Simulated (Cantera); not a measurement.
## Si + Cl2 + H2 (silicon etching in halogen gases)

Input: 1 mol Si, 1.7 mol Cl2, 47 mol H2, held at 1.00 bar.

Cantera equilibrium calculation (NASA polynomials, part measured and part estimated; ideal gas, pure solids and liquids). Candidate condensed phases: Si; 19 gas species. The tables' values for SiCl3 are old estimates; treat these amounts as uncertain. The numbers say what is thermodynamically allowed, not how fast it happens.

At 648 K nothing is condensed. From 723 K to 1623 K the condensed part is Si(s). The main Si-bearing gas is SiHCl3 at 648 K and SiCl2 at 1623 K. The share of Si in condensed phases is highest at 1548 K (51.7 %) and lowest at 648 K (0.0 %).

```csv
T (K),log p H2,log p HCl,log p SiHCl3,log p SiCl4,log p SiCl2,log p SiCl3,log p SiH2Cl2,log p H,n Si(s)
648,-0.01,-4.20,-1.96,-2.04,-8.65,-6.76,-3.11,<-12,0
723,-0.01,-3.60,-1.97,-2.04,-7.30,-5.87,-3.06,<-12,0.00260
798,-0.01,-3.12,-1.98,-2.03,-6.22,-5.15,-3.02,-11.58,0.0105
873,-0.01,-2.72,-2.00,-2.04,-5.32,-4.56,-3.00,-10.33,0.0269
948,-0.01,-2.39,-2.02,-2.05,-4.58,-4.08,-2.98,-9.29,0.0569
1023,-0.01,-2.11,-2.05,-2.08,-3.96,-3.68,-2.98,-8.39,0.105
1098,-0.01,-1.88,-2.10,-2.13,-3.44,-3.36,-2.99,-7.61,0.174
1173,-0.02,-1.69,-2.18,-2.22,-3.00,-3.11,-3.03,-6.94,0.259
1248,-0.02,-1.54,-2.30,-2.37,-2.66,-2.94,-3.10,-6.34,0.350
1323,-0.02,-1.43,-2.48,-2.59,-2.41,-2.87,-3.20,-5.81,0.428
1398,-0.02,-1.37,-2.72,-2.91,-2.24,-2.89,-3.36,-5.34,0.482
1473,-0.03,-1.33,-3.01,-3.29,-2.14,-2.98,-3.54,-4.91,0.508
1548,-0.03,-1.31,-3.33,-3.70,-2.08,-3.12,-3.74,-4.52,0.517
1623,-0.03,-1.31,-3.64,-4.11,-2.05,-3.26,-3.94,-4.17,0.516
```
log p: log10 of the partial pressure in bar; n: condensed amount in mol.
